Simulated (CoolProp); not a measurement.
Octamethylcyclotetrasiloxane (D4) along the isobar 4.87 MPa: Z from the reference equation and from simpler models built on Tc = 313.4 °C, pc = 1.347 MPa, ω = 0.598; each cubic takes its own stable root.

The numbers come from the reference Helmholtz-energy equation of state, Thol 2015 in CoolProp.

```csv
T (°C),phase,reference
105.05,liquid,0.5285
125.75,liquid,0.5150
146.35,liquid,0.5038
167.05,liquid,0.4947
187.75,liquid,0.4876
208.35,liquid,0.4827
229.05,liquid,0.4798
249.65,liquid,0.4793
270.35,liquid,0.4813
291.05,liquid,0.4863
```

**Question.** How far does each simpler model (van der Waals, Soave-Redlich-Kwong) lie from the reference over these 10 states: mean and median of the absolute difference, and the worst?

**Answer.** 
- van der Waals: mean 55.5 %, median 56.3 %, worst +65.1 % at 105.05 °C and 4.87 MPa
- Soave-Redlich-Kwong: mean 8.4 %, median 8.3 %, worst +9.6 % at 105.05 °C and 4.87 MPa
